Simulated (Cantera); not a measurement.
What does this Cantera script print?

```python
import numpy as np
import cantera as ct

gas_names = """
    AL ALH ALO ALOH ALO2 ALO2H AL2 AL2O AL2O2 H HALO HO2 H2 H2O H2O2 O OH O2 O3
""".split()
cond_names = """
    AL(cr) AL(L) AL2O3(a) AL2O3(L) H2O(s) H2O(L)
""".split()


def load(file, names, dense=False):
    # The tables refer to 1 bar. Condensed volumes are neglected.
    table = {s.name: s for s in ct.Species.list_from_file(file)}
    out = []
    for n in names:
        d = dict(table[n].input_data)
        d["thermo"] = dict(d["thermo"], **{"reference-pressure": 1e5})
        if dense:
            d["equation-of-state"] = {"model": "constant-volume", "density": "1e6 g/cm^3"}
        out.append(ct.Species.from_dict(d))
    return out


gas = ct.Solution(thermo="ideal-gas", species=load("nasa_gas.yaml", gas_names))
cond = {s.name: ct.Solution(thermo="fixed-stoichiometry", species=[s], name=s.name)
        for s in load("nasa_condensed.yaml", cond_names, dense=True)}
atoms = {
    'Al2O3': {'AL': 2, 'O': 3},
    'H2': {'H': 2},
    'H2O': {'H': 2, 'O': 1},
}
top_T = {}  # K; cautious upper limits of use, not melting points


def equilibrate(T, P, feed):
    n = {}
    for name, mol in feed.items():
        for a, k in atoms[name].items():
            n[a] = n.get(a, 0.0) + k * mol
    gas.TPX = T, P, n
    mass = sum(n.values()) * gas.mean_molecular_weight
    gas.equilibrate("TP")
    valid = [c for c in cond.values() if c.min_temp <= T <= top_T.get(c.name, c.max_temp)]
    mix = ct.Mixture([(gas, mass / gas.mean_molecular_weight)] + [(c, 0.0) for c in valid])
    mix.T, mix.P = T, P
    mix.equilibrate("TP", solver="vcs", rtol=1e-11, max_steps=5000)
    return mix


results = []
feed = {'Al2O3': 1, 'H2': 99, 'H2O': 0.29}  # mol
T = 1398  # K
P = 133.322  # Pa
mix = equilibrate(T, P, feed)
results.append((T, P, feed, dict(zip(mix.species_names, mix.species_moles))))
print(gas.report(threshold=1e-06))
for i in range(1, mix.n_phases):
    print(f"{mix.phase(i).name:16s} {mix.phase_moles(i):12.5e} mol")
```

Result:

```
       temperature   1398 K
          pressure   133.32 Pa
           density   2.3658e-05 kg/m^3
  mean mol. weight   2.0626 kg/kmol
   phase of matter   gas

                          1 kg             1 kmol
                     ---------------   ---------------
          enthalpy        1.5711e+07        3.2405e+07  J
   internal energy        1.0075e+07        2.0781e+07  J
           entropy        1.1251e+05        2.3205e+05  J/K
    Gibbs function       -1.4157e+08         -2.92e+08  J
 heat capacity c_p             15506             31983  J/K
 heat capacity c_v             11475             23668  J/K

                      mass frac. Y      mole frac. X     chem. pot. / RT
                     ---------------   ---------------   ---------------
                 H        6.3235e-05        0.00012939           -12.512
                H2           0.97443           0.99695           -25.023
               H2O          0.025508         0.0029205           -59.275
     [  +16 minor]        6.2965e-08        7.5371e-09

AL(L)             0.00000e+00 mol
AL2O3(a)          1.00000e+00 mol
```

Cantera equilibrium calculation (NASA polynomials, part measured and part estimated; ideal gas, pure solids and liquids).
